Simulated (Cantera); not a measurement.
A closed system holds: 1 mol Si, 2.2 mol Br₂, equilibrated at 777 °C and 173 Torr.

These are equilibrium values from Cantera (NASA tables, ideal gas, pure condensed phases), not measurements of a reactor. Rates play no part.

```json
[
 {"species": "SiBr₄", "before": "0.830", "after": "0.984"},
 {"species": "SiBr₂", "before": "<1e-9", "after": "0.00860"},
 {"species": "SiBr₃", "before": "1.13e-6", "after": "0.00705"},
 {"species": "Br₂", "before": "0.162", "after": "5.90e-9"},
 {"species": "Br", "before": "0.00843", "after": "1.61e-6"},
 {"species": "Si(s), mol", "before": "0", "after": "0.145"}
]
```
Gas species are given as mole fractions.

What was changed between the two runs?
(A) pressure from 173 Torr to 0.135 Torr
(B) temperature from 777 °C to 1275 °C
(C) temperature from 777 °C to 1227 °C
(D) Br₂ from 2.2 to 1.7 mol

D, Br₂ from 2.2 to 1.7 mol. The tables' values for SiBr₃ are old estimates; treat these amounts as uncertain
